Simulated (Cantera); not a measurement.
Input: 1 mol AlCl3, 0.81 mol N2, 250 mol H2, 65 mol NH3, equilibrated at 1500 °C and 79.0 Pa.

Equilibrium computed with Cantera from the NASA thermochemical tables; the gas is ideal and each condensed phase is pure. Candidate condensed phases: Al, AlCl3, AlN, NH4Cl; 20 gas species. Equilibrium is a limit: real reactors are often held back by kinetics, nucleation or transport.

Base state: H2 0.896, N2 0.0866, H 0.00958, HCl 0.00521, AlCl 0.00254, Al 5.38e-5, Cl 4.28e-5 (mole fractions); condensed: gas only.

Problem. What changes in the equilibrium state with this change: temperature from 1500 °C to 425 °C?

Solution. 
```csv
species,before,after
H2,0.896,0.906
N2,0.0866,0.0859
HCl,0.00521,0.00783
H,0.00958,<1e-9
AlCl,0.00254,<1e-9
Al,5.38e-5,<1e-9
Cl,4.28e-5,<1e-9
"AlN(s), mol",0,0.996
```

Problem. What changes in the equilibrium state with this change: temperature from 1500 °C to 1450 °C?

Solution. 
```csv
species,before,after
H2,0.896,0.899
N2,0.0866,0.0867
H,0.00958,0.00615
AlCl,0.00254,0.00257
Al,5.38e-5,3.08e-5
Cl,4.28e-5,2.76e-5
HCl,0.00521,0.00521
```

Problem. What changes in the equilibrium state with this change: temperature from 1500 °C to 625 °C?

Solution. 
```json
[
 {"species": "H2", "before": "0.896", "after": "0.906"},
 {"species": "N2", "before": "0.0866", "after": "0.0859"},
 {"species": "HCl", "before": "0.00521", "after": "0.00781"},
 {"species": "H", "before": "0.00958", "after": "3.71e-9"},
 {"species": "AlCl3", "before": "2.72e-8", "after": "1.63e-5"},
 {"species": "AlCl", "before": "0.00254", "after": "<1e-9"},
 {"species": "Al", "before": "5.38e-5", "after": "<1e-9"},
 {"species": "Cl", "before": "4.28e-5", "after": "<1e-9"},
 {"species": "AlN(s), mol", "before": "0", "after": "0.994"}
]
```
